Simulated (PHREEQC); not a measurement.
Copper plating or etch bath

Make-up at 25 °C: 0.002 mol CuCl2, 0.27 mol HNO3 and 0.044 mol KCl per kg of water. Closed to the air; pH follows from the charge balance.

All values are PHREEQC results (ion-association model, phreeqc.dat), not measurements.

Each row changes one thing in this solution. Precipitation was switched off in this run.

| case | pH | Cu+2 (mol/kgw) | CuCl+ (mol/kgw) | CuCl2 (mol/kgw) | CuOH+ (mol/kgw) | SI of Sylvite (KCl) |
|---|---|---|---|---|---|---|
| as made | 0.68 | 0.00193 | 7.06e-5 | 7.86e-7 | 3.78e-11 | -3.91 |
| KCl from 0.044 to 0.0396 mol/kgw | 0.68 | 0.00194 | 6.46e-5 | [?] | 3.80e-11 | -4.00 |
| temperature from 25 to 90 °C | 0.69 | 0.00140 | 0.000589 | [?] | 2.54e-11 | -4.23 |
| diluted 10-fold with water | 1.63 | 0.000199 | 1.38e-6 | [?] | [?] | -5.73 |

**Question.** Complete the blanks.

**Answer.** 
- KCl from 0.044 to 0.0396 mol/kgw, CuCl2 (mol/kgw): 6.55e-7
- temperature from 25 to 90 °C, CuCl2 (mol/kgw): 1.04e-5
- diluted 10-fold with water, CuCl2 (mol/kgw): 2.50e-9
- diluted 10-fold with water, CuOH+ (mol/kgw): 5.37e-11

Complexes and solids missing from the database can't appear. At this temperature some constants are extrapolated from 25 °C, and those without enthalpy data are left unchanged.
